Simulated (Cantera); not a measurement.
Standard-state values (1 bar) from the NASA 1993 polynomials, evaluated with Cantera. Values are per mole of reaction as written; species without (g) are pure solids or liquids, kept so even where they would boil at 1 bar.

### Question
Between 300 and 573 K, where is each reaction favourable under standard conditions?
- AlCl₃ = AlCl(g) + 2 Cl(g)

### Answer
- AlCl₃ = AlCl(g) + 2 Cl(g): ΔG° is 762 kJ at 300 K and 650 kJ at 573 K; it stays positive (K < 1). ΔH° is 854 kJ and ΔS° 356 J/K at 573 K.
